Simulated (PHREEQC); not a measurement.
0.043 g of hydrous ferric oxide (600 m²/g; 0.2 weak and 0.005 strong sites per Fe, Dzombak-Morel constants, diffuse double layer) in 1 kg of water with 0.01 mol/kgw of an inert sodium salt and 1.9e-05 mol MgCl2, at 25 °C; the pH is set by adding NaOH or the inert anion's acid. Oxygen is held at 0.21 atm. The system is closed to CO2. Nothing may precipitate in this run.

The series has 13 steps of pH, from 3 to 9.

The numbers come from PHREEQC with the ion-association model, wateq4f.dat.

Question: Near which pH is half of the Mg sorbed, and on which side is more sorbed?

Answer: Near pH 8.7, with more sorbed at higher pH.

Complexes and solids missing from the database can't appear. The oxide is taken as insoluble; below pH 4 it would dissolve.
